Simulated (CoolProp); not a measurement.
A simple Rankine cycle with R1224YDZ: condensing at 296.15 K, boiler at 2.86 MPa, turbine inlet 421.9 K, turbine efficiency 0.75, pump efficiency 0.8, no recuperator. Each further row changes one setting.

The numbers come from the reference Helmholtz-energy equation of state, Akasaka 2023 in CoolProp.

| case | thermal efficiency (%) | net work (kJ/kg) | heat in (kJ/kg) | turbine exit temperature (K) | volume ratio over the turbine |
|---|---|---|---|---|---|
| as stated | 15.1 | 34.5 | 228 | 330.3 | 30.9 |
| turbine inlet 441.9 K | 15.4 | 40.3 | 262 | 362.3 | 25.2 |
| condensing temperature 288.15 K | 16.1 | 38.2 | 237 | 324.9 | 41.3 |
| boiler pressure 2 MPa | 14.3 | 35.9 | 252 | 356.2 | 16.4 |
| turbine efficiency 0.65 | 13.0 | 29.6 | 228 | 336.1 | 31.5 |
